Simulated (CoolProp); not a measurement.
Vapour-liquid equilibrium of methanol (1) + water (2) at 124.25 °C; x and y are mole fractions of (1).

The numbers come from the multi-fluid Helmholtz-energy mixture model, de Reuck 1993 and Wagner 2002; pair parameters Bell 2016 in CoolProp.

```csv
x,bubble pressure (bar),y at the bubble point,dew pressure at overall composition x (bar),liquid density (mol/L)
0.05,2.642,0.175,2.365,49.41
0.2,3.598,0.471,2.706,42.32
0.35,4.400,0.632,3.144,36.61
0.5,5.103,0.741,3.723,31.95
0.65,5.750,0.826,4.507,28.08
0.8,6.373,0.902,5.545,24.84
0.95,6.998,0.975,6.782,22.10
```

No azeotrope shows between x = 0.05 and 0.95.

The pair parameters rest on a limited set of measurements; away from them the model extrapolates.
